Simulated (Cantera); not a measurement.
A freely propagating, adiabatic, planar premixed flame of CH₄ : C₂H₆ : O₂ : N₂ = 1 : 0.48 : 4.72 : 17.7 (molar parts), equivalence ratio 0.78, unburnt at 675 K and 82.5 Torr; mixture-averaged transport, grid criteria slope 0.08 and curve 0.16, no radiation.

Computed with Cantera and GRI-Mech 3.0 (53 species, 325 reactions). Burning velocities carry a grid error of a few per cent, more on coarse grids.

What does this change do: inlet temperature 675 to 375 K?


| quantity | before | after |
|---|---|---|
| laminar burning velocity | 200 cm/s | 68.3 cm/s |
| thermal thickness | 2.34 mm | 2.87 mm |
| peak x(CH₂CO) | 0.000321 | 0.000198 |
| peak x(HO₂) | 0.000228 | 0.000167 |

What does this change do: inlet temperature 675 to 550 K?


```csv
quantity,before,after
laminar burning velocity,200 cm/s,134 cm/s
thermal thickness,2.34 mm,2.53 mm
peak x(CH₂CO),0.000321,0.000262
peak x(HO₂),0.000228,0.000200
```
